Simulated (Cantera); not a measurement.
**Thermodynamics of silicon epitaxy and polysilicon growth, feed SiCl₄ + Cl₂ + H₂**

Charge: 1 mol SiCl₄, 0.084 mol Cl₂, 190 mol H₂, equilibrated at 1.50 bar.

Equilibrium computed with Cantera from the NASA thermochemical tables; the gas is ideal and each condensed phase is pure. Candidate condensed phases: Si; 19 gas species. The tables' values for SiCl₃ are old estimates; treat these amounts as uncertain. Gases not in the tables: Si₂H₆ and higher silanes. The numbers say what is thermodynamically allowed, not how fast it happens.

From 827 °C to 1327 °C the condensed part is Si(s). At 1427 °C the condensed part is Si(l). The main Si-bearing gas is SiHCl₃ at 827 °C and SiCl₂ at 1427 °C. The share of Si in condensed phases is highest at 1327 °C (73.6 %) and lowest at 827 °C (15.0 %).

```
T (°C)   x H₂    x HCl  x SiHCl₃   x SiCl₂  n Si(s)  n Si(l)
------  -----  -------  --------  --------  -------  -------
827     0.988  0.00789   0.00237  0.000128    0.150        0
927     0.984   0.0127   0.00142  0.000386    0.411        0
1027    0.981   0.0165  0.000611  0.000741    0.615        0
1127    0.980   0.0183  0.000205   0.00101    0.709        0
1227    0.980   0.0188   6.67e-5   0.00116    0.735        0
1327    0.980   0.0189   2.36e-5   0.00126    0.736        0
1427    0.980   0.0189   9.18e-6   0.00131        0    0.733
```
x: gas mole fraction; n: condensed amount in mol.
